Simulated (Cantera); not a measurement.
Cantera with NASA thermochemical tables; ideal gases at 1 bar, condensed phases pure. Values are per mole of reaction as written; species without (g) are pure solids or liquids, kept so even where they would boil at 1 bar.

Between 423 and 648 K, where is each reaction favourable under standard conditions?
- 2 P2(g) + 10 NO(g) → 10 N(g) + P4O10


- 2 P2(g) + 10 NO(g) → 10 N(g) + P4O10: ΔG° is 846 kJ at 423 K and 1008 kJ at 648 K; it stays positive (K < 1). ΔH° is 559 kJ and ΔS° -693 J/K at 648 K.
